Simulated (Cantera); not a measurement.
Input (Python, Cantera) and output of one run.

```python
import numpy as np
import cantera as ct

gas_names = """
    B BH BH2 BH3 BN B2 H H2 N NH NH2 NH3 N2 N2H2 N2H4
""".split()
cond_names = """
    B(b) B(L) BN(s)
""".split()


# ... load() reads the species with a 1 bar reference pressure and builds the phases ...
atoms = {
    'borazine': {'B': 3, 'N': 3, 'H': 6},
    'H2': {'H': 2},
}
top_T = {'BN(s)': 3200}  # K; cautious upper limits of use, not melting points


# ... equilibrate(T, P, feed) seeds the gas with the atoms and calls Mixture.equilibrate('TP', solver="vcs", rtol=1e-11, max_steps=5000) ...
results = []
feed = {'borazine': 1, 'H2': 5.1}  # mol
T = 973.15  # K
P = 31  # Pa
mix = equilibrate(T, P, feed)
results.append((T, P, feed, dict(zip(mix.species_names, mix.species_moles))))
print(gas.report(threshold=1e-06))
for i in range(1, mix.n_phases):
    print(f"{mix.phase(i).name:16s} {mix.phase_moles(i):12.5e} mol")
```

It prints:

```
       temperature   973.15 K
          pressure   31 Pa
           density   7.7239e-06 kg/m^3
  mean mol. weight   2.016 kg/kmol
   phase of matter   gas

                          1 kg             1 kmol
                     ---------------   ---------------
          enthalpy        9.8595e+06        1.9877e+07  J
   internal energy         5.846e+06        1.1786e+07  J
           entropy        1.1537e+05        2.3259e+05  J/K
    Gibbs function       -1.0241e+08       -2.0647e+08  J
 heat capacity c_p             14954             30147  J/K
 heat capacity c_v             10830             21833  J/K

                      mass frac. Y      mole frac. X     chem. pot. / RT
                     ---------------   ---------------   ---------------
                H2                 1                 1           -25.517
     [  +14 minor]        3.1638e-08        6.1758e-08

B(b)              0.00000e+00 mol
BN(s)             3.00000e+00 mol
```

Equilibrium computed with Cantera from the NASA thermochemical tables; the gas is ideal and each condensed phase is pure. The feed counts by its element totals alone.
